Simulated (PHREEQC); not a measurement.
Solution (35 °C): 0.36 mol/kgw HF and 0.0036 mol/kgw NaF. It is in equilibrium with CO2 at log p = -3.4 (atm). Otherwise closed; pH follows from the charge balance.

Computed with PHREEQC (ion-association model, phreeqc.dat).

No solid was allowed to form.

**Question.** Order these F species by the share of F that they hold, largest first: HF2-, HF, F-.

**Answer.** HF (89 %), HF2- (8.0 %), F- (3.0 %)

The pH is 1.71 and the ionic strength 0.0256 mol/kgw.
